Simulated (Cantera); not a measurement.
Charge: 1 mol Si₃N₄, 0.44 mol H₂O, 800 mol H₂, equilibrated at 1750 K.

Equilibrium computed with Cantera from the NASA thermochemical tables; the gas is ideal and each condensed phase is pure. Candidate condensed phases: H₂O, Si, SiO₂, Si₂N₂O, Si₃N₄; 35 gas species. Gases not in the tables: Si₂H₆ and higher silanes. Equilibrium is a limit: real reactors are often held back by kinetics, nucleation or transport.

Problem. At 2.40 Torr, list the 6 most abundant gas species with their mole fractions, and the condensed phases.

Solution. H₂ 0.992, H 0.00410, N₂ 0.00248, SiO 0.000547, Si 0.000469, SiH 3.50e-5. Condensed: Si(l).
